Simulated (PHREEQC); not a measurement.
0.53 g of hydrous ferric oxide (600 m²/g; 0.2 weak and 0.005 strong sites per Fe, Dzombak-Morel constants, diffuse double layer) in 1 kg of water with 0.001 mol/kgw of an inert sodium salt and 0.00011 mol/kgw MgCl2, at 25 °C; the pH is set by adding NaOH or the inert anion's acid. Oxygen alone is held at its pressure in air (log pO2 = -0.68). The system is closed to CO2. Nothing may precipitate in this run.

Base run: PHREEQC, ion-association model, wateq4f.dat. Each further column changes one thing. The table gives surface charge σ (C/m²).

```tsv
pH	base	background salt from 0.001 to 0.0001 mol/kgw	oxide from 0.53 to 2.7 g/kgw
4	0.132	0.101	0.153
4.5	0.089	0.062	0.101
5	0.057	0.038	0.063
6	0.022	0.013	0.023
6.5	0.012	0.007	0.013
7	0.007	0.004	0.007
7.5	0.003	0.002	0.003
8.5	-0.001	-0.001	-0.002
9	-0.004	-0.002	-0.005
9.5	-0.007	-0.004	-0.009
10	-0.014	-0.008	-0.017
11	-0.048	-0.039	-0.059
11.5	-0.094	-0.088	-0.112
12	-0.175	-0.172	-0.202
```
